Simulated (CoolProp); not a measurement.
Octamethyltrisiloxane (MDM) along the isobar 2.83 MPa: density (kg/m³) from the reference equation and from simpler models built on Tc = 565.4 K, pc = 1.438 MPa, ω = 0.528; each cubic takes its own stable root.

Computed with CoolProp (reference Helmholtz-energy equation of state, Thol 2017).

| T (K) | phase | reference |
|---|---|---|
| 348.2 | liquid | 769.5 |
| 354.4 | liquid | 763.2 |
| 360.7 | liquid | 756.8 |
| 366.9 | liquid | 750.4 |
| 373.2 | liquid | 743.8 |
| 379.4 | liquid | 737.3 |
| 385.7 | liquid | 730.6 |
| 391.9 | liquid | 724.0 |
| 398.1 | liquid | 717.3 |
| 404.4 | liquid | 710.5 |
| 410.6 | liquid | 703.6 |
| 416.9 | liquid | 696.6 |
| 423.1 | liquid | 689.6 |
| 429.4 | liquid | 682.4 |

### Question
How far does each simpler model (Soave-Redlich-Kwong, Peng-Robinson) lie from the reference over these 14 states: mean and median of the absolute difference, and the worst?

### Answer
- Soave-Redlich-Kwong: mean 8.2 %, median 8.1 %, worst -8.9 % at 348.2 K and 2.83 MPa
- Peng-Robinson: mean 3.5 %, median 3.6 %, worst +4.1 % at 429.4 K and 2.83 MPa
